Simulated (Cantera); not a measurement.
Charge: 1 mol AlCl3, 3.6 mol N2O, 8.4 mol N2, equilibrated at 100 Torr.

These are equilibrium values from Cantera (NASA tables, ideal gas, pure condensed phases), not measurements of a reactor. Candidate condensed phases: Al, AlCl3, AlN, Al2O3; 24 gas species. Rates play no part. All values below are at 1575 K.

Base state: N2 0.797, O2 0.0693, Cl 0.0665, Cl2 0.0660, NO 0.00100, AlCl3 0.000214, ClO 0.000144 (mole fractions); condensed: Al2O3(s).

Question: What changes in the equilibrium state with this change: pressure from 100 Torr to 23.3 Torr?

Answer: 
```
species          before     after
-------------  --------  --------
N2                0.797     0.779
Cl               0.0665     0.110
O2               0.0693    0.0678
Cl2              0.0660    0.0421
AlCl3          0.000214  0.000160
O               7.72e-6   1.58e-5
ClO            0.000144  0.000113
NO              0.00100  0.000980
Al2O3(s), mol     0.498     0.499
```
